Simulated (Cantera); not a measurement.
Input: 1 mol Pb, 0.58 mol H2, equilibrated at 0.000440 bar.

Method: chemical equilibrium by Gibbs-energy minimisation in Cantera with the NASA 1993 tables (ideal gas, pure condensed phases). Candidate condensed phases: Pb; 4 gas species. Rates play no part.

Task: What share of the Pb ends up in condensed phases as a function of T (K), at 898, 948, 998, 1048, 1098, 1148, 1198, 1248, 1298, 1348, 1398?

Result: 
| T (K) | Pb condensed (%) | as |
|---|---|---|
| 898 | 99.8 | Pb(l) |
| 948 | 99.4 | Pb(l) |
| 998 | 97.9 | Pb(l) |
| 1048 | 93.4 | Pb(l) |
| 1098 | 79.0 | Pb(l) |
| 1148 | 0.0 | - |
| 1198 | 0.0 | - |
| 1248 | 0.0 | - |
| 1298 | 0.0 | - |
| 1348 | 0.0 | - |
| 1398 | 0.0 | - |
